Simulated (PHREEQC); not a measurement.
Dissolve 0.039 mol/kgw NaOH and 0.0011 mol/kgw H3BO3 at 20 °C. Closed to the air; pH follows from the charge balance.

Model: Pitzer model, pitzer.dat, run in PHREEQC.

This is a speciation only: nothing precipitates in the calculation.

### Question
What pH does the model give?

### Answer
pH 12.66.
